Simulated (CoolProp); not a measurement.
Vapour-liquid equilibrium of R22 (1) + R123 (2) at 205.7 K; x and y are mole fractions of (1).

The numbers come from the multi-fluid Helmholtz-energy mixture model, Kamei 1995 and Younglove 1994; pair parameters Bell 2016 in CoolProp.

**Question.** Give the bubble pressure and the first vapour's composition at x = 0.15, 0.25, 0.55. Is there an azeotrope?

**Answer.** x = 0.15: 0.004111 MPa, y = 0.912; x = 0.25: 0.006750 MPa, y = 0.953; x = 0.55: 0.01422 MPa, y = 0.986. No azeotrope shows between x = 0.05 and 0.95.

The pair parameters rest on a limited set of measurements; away from them the model extrapolates. The gap from Raoult's law changes sign with composition, which may be real or a fault of the pair parameters; it wasn't checked against measurements.
